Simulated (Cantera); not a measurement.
# Nitride etching: Si₃N₄ + HCl + H₂

Feed: 1 mol Si₃N₄, 2.4 mol HCl, 2.6 mol H₂, at 7.50 Torr.

Method: chemical equilibrium by Gibbs-energy minimisation in Cantera with the NASA 1993 tables (ideal gas, pure condensed phases). Candidate condensed phases: NH₄Cl, Si, Si₃N₄; 28 gas species. The tables' values for SiCl₃ are old estimates; treat these amounts as uncertain. Kinetics and transport are ignored.

```csv
T (K),log p H₂,log p HCl,log p SiCl₂,log p N₂,log p SiCl₄,n Si₃N₄(s)
850,-2.21,-2.49,-9.81,-3.56,-3.38,0.932
950,-2.22,-2.47,-7.99,-3.62,-3.44,0.940
1050,-2.23,-2.45,-6.53,-3.66,-3.50,0.946
1150,-2.23,-2.44,-5.33,-3.70,-3.56,0.950
1250,-2.24,-2.43,-4.37,-3.68,-3.66,0.948
1350,-2.24,-2.45,-3.67,-3.55,-3.90,0.929
1450,-2.24,-2.51,-3.25,-3.34,-4.39,0.881
```
log p: log10 of the partial pressure in bar; n: condensed amount in mol.

From 850 K to 1450 K the condensed part is Si₃N₄(s). The main Si-bearing gas is SiCl₄ at 850 K and SiCl₂ at 1450 K. The share of Si in condensed phases is highest at 1150 K (95.0 %) and lowest at 1450 K (88.1 %).
